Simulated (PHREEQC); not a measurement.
H3PO4 is added in steps, without added water, to 1 kg of water holding 13 mmol/kgw Ag2SO4, 5.8 mmol/kgw HF and 0.044 mmol/kgw Zn(NO3)2, at 22 °C. Oxygen alone is held at its pressure in air (log pO2 = -0.68). CO2 from the air is kept out. Only these solids could form: Zn(OH)2-e, Zn4(OH)6SO4, Zn3(PO4)2:4w, Ag2O, Ag3PO4, Ag2SO4, Goslarite, ZnF2.

Base run: PHREEQC, ion-association model, wateq4f.dat. Each further column changes one thing. The table gives HSO4- (mol/kgw).

```tsv
H3PO4 added (mol)	base	metal-ligand complexes left out	Debye-Hückel limiting law	Davies equation for every ion	all activity coefficients set to 1
0	0.000737	0.000835	0.000652	0.000719	0.000942
0.006875	0.00179	0.00203	0.00158	0.00175	0.00230
0.01375	0.00257	0.00290	0.00227	0.00251	0.00327
0.0275	0.00362	0.00406	0.00321	0.00355	0.00452
0.03438	0.00400	0.00448	0.00355	0.00393	0.00497
0.04125	0.00433	0.00483	0.00384	0.00425	0.00534
0.04813	0.00461	0.00513	0.00408	0.00452	0.00566
0.06187	0.00507	0.00562	0.00449	0.00498	0.00618
0.06875	0.00527	0.00582	0.00467	0.00518	0.00639
0.07562	0.00545	0.00600	0.00482	0.00535	0.00659
0.0825	0.00561	0.00617	0.00497	0.00552	0.00677
0.09625	0.00590	0.00646	0.00522	0.00580	0.00708
0.1031	0.00602	0.00659	0.00533	0.00593	0.00721
0.11	0.00614	0.00671	0.00543	0.00605	0.00734
```

H3PO4, which wateq4f.dat lacks, is added to it with the constant of phreeqc.dat. The database has no phosphate complexes of Zn, Ag.
